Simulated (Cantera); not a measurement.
Feed: 1 mol SiH4, 0.59 mol HCl, 53 mol H2, at 1623.15 K and 1.13 Torr.

Equilibrium computed with Cantera from the NASA thermochemical tables; the gas is ideal and each condensed phase is pure. Candidate condensed phases: Si; 19 gas species. The tables' values for SiCl are old estimates; treat these amounts as uncertain. The numbers say what is thermodynamically allowed, not how fast it happens.

Base state: H2 0.988, HCl 0.00988, H 0.00178, SiCl2 0.000346, Si 0.000105, Cl 1.40e-5, SiCl 1.12e-5 (mole fractions); condensed: Si(s).

What changes in the equilibrium state with this change: 1.7 mol H2O added?


```
species                before    after
-------------------  --------  -------
H2                      0.988    0.976
HCl                   0.00988   0.0102
SiO                         0  0.00863
H2O                         0  0.00344
Si                   0.000105  1.05e-9
SiCl2                0.000346  3.72e-9
SiCl                  1.12e-5    <1e-9
Cl                    1.40e-5  1.45e-5
Si(s), mol              0.973        0
SiO2(β-quartz), mol         0    0.501
```
The tables hold silica as quartz up to 1696 K and as liquid above; real silica turns to tridymite and cristobalite and melts near 1996 K. Further candidate phases: H2O, SiO2.
